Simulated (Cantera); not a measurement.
Mixture: 5.39 % CH₄, 1.24 % CO, 10.4 % O₂, 72.8 % N₂, 10.2 % CO₂, equivalence ratio 1.1, at 13.8 atm, adiabatic and at constant pressure. Ignition delay is the time to a rise of 400 K.

Model: GRI-Mech 3.0 (53 species, 325 reactions), integrated in Cantera. The pressure lies above the range GRI-Mech 3.0 was tuned for (to about 10 atm).

Problem. Predict: delay at 1100 K; delay at 1200 K; delay at 1300 K; delay at 1400 K; delay at 1500 K; apparent activation energy between 1400 and 1500 K.

Solution. 
| Item | Result |
|---|---|
| delay at 1100 K | 36.9 ms |
| delay at 1200 K | 9.19 ms |
| delay at 1300 K | 2.77 ms |
| delay at 1400 K | 0.940 ms |
| delay at 1500 K | 0.342 ms |
| apparent activation energy between 1400 and 1500 K | 180 kJ/mol |
